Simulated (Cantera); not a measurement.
An isothermal, constant-pressure homogeneous reactor starts with NO : N₂ = 1 : 13 (molar parts), at 2025 K and 158 Torr. Integrator tolerance rtol = 1e-08.

Computed with Cantera and GRI-Mech 3.0 (53 species, 325 reactions).

Question: What does this change do: pressure from 158 Torr to 345 Torr?

Answer: 
```
quantity                                             before                                      after
----------------  -----------------------------------------  -----------------------------------------
x(NO) at 20.0 s     0.00480 (gas-phase equilibrium 0.00364)    0.00378 (gas-phase equilibrium 0.00365)
x(O₂) at 20.0 s       0.0331 (gas-phase equilibrium 0.0337)      0.0337 (gas-phase equilibrium 0.0338)
x(N₂O) at 20.0 s    1.07e-7 (gas-phase equilibrium 1.04e-7)    1.54e-7 (gas-phase equilibrium 1.53e-7)
x(N₂) at 20.0 s         0.962 (gas-phase equilibrium 0.962)        0.962 (gas-phase equilibrium 0.962)
x(O) at 20.0 s    0.000323 (gas-phase equilibrium 0.000326)  0.000220 (gas-phase equilibrium 0.000220)
x(NO₂) at 20.0 s    1.45e-6 (gas-phase equilibrium 1.11e-6)    1.70e-6 (gas-phase equilibrium 1.64e-6)
```

Question: What does this change do: temperature 2025 to 1623 K?

Answer: 
| quantity | before | after |
|---|---|---|
| x(NO) at 20.0 s | 0.00480 (gas-phase equilibrium 0.00364) | 0.0696 (gas-phase equilibrium 0.000971) |
| x(O₂) at 20.0 s | 0.0331 (gas-phase equilibrium 0.0337) | 0.000889 (gas-phase equilibrium 0.0352) |
| x(N₂O) at 20.0 s | 1.07e-7 (gas-phase equilibrium 1.04e-7) | 1.74e-6 (gas-phase equilibrium 2.92e-8) |
| x(N₂) at 20.0 s | 0.962 (gas-phase equilibrium 0.962) | 0.929 (gas-phase equilibrium 0.964) |
| x(O) at 20.0 s | 0.000323 (gas-phase equilibrium 0.000326) | 1.63e-6 (gas-phase equilibrium 7.84e-6) |
| x(NO₂) at 20.0 s | 1.45e-6 (gas-phase equilibrium 1.11e-6) | 9.78e-6 (gas-phase equilibrium 6.89e-7) |
